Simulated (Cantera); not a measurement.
Feed: 1 mol HgO, 6.4 mol H₂, held at 1052 °C and 2300 Pa.

Cantera equilibrium calculation (NASA polynomials, part measured and part estimated; ideal gas, pure solids and liquids). Candidate condensed phases: H₂O, Hg, HgO; 10 gas species. The numbers say what is thermodynamically allowed, not how fast it happens.

Base state: H₂ 0.730, Hg 0.135, H₂O 0.135 (mole fractions); condensed: gas only.

Problem. What changes in the equilibrium state with this change: H₂ from 6.4 to 0.16 mol?

Solution. 
```
species   before    after
-------  -------  -------
Hg         0.135    0.633
O₂         <1e-9    0.266
H₂O        0.135    0.101
H₂         0.730  1.74e-7
OH       2.49e-8  3.82e-5
```
